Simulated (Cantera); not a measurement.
Input: 1 mol B₂O₃, a varied amount of O₂, 0.054 mol H₂O, equilibrated at 2.25 Torr.

These are equilibrium values from Cantera (NASA tables, ideal gas, pure condensed phases), not measurements of a reactor. Candidate condensed phases: B, B₂O₃, B₃O₃H₃, H₂O; 23 gas species. Gases not in the tables: H₃BO₃. Kinetics and transport are ignored.

Task: What condenses at these points (T in K, n(O₂) in mol): (1323, 0.2); (1248, 4.3); (1773, 0.29); (1098, 0.2); (1623, 6.3)?

Result: 
```json
[
 {"T (K)": "1323", "n(O₂) in mol": "0.2", "condensed phases": "B₂O₃", "B condensed (%)": "99.6"},
 {"T (K)": "1248", "n(O₂) in mol": "4.3", "condensed phases": "B₂O₃", "B condensed (%)": "99.3"},
 {"T (K)": "1773", "n(O₂) in mol": "0.29", "condensed phases": "gas only", "B condensed (%)": "0.0"},
 {"T (K)": "1098", "n(O₂) in mol": "0.2", "condensed phases": "B₂O₃", "B condensed (%)": "100.0"},
 {"T (K)": "1623", "n(O₂) in mol": "6.3", "condensed phases": "B₂O₃", "B condensed (%)": "41.7"}
]
```
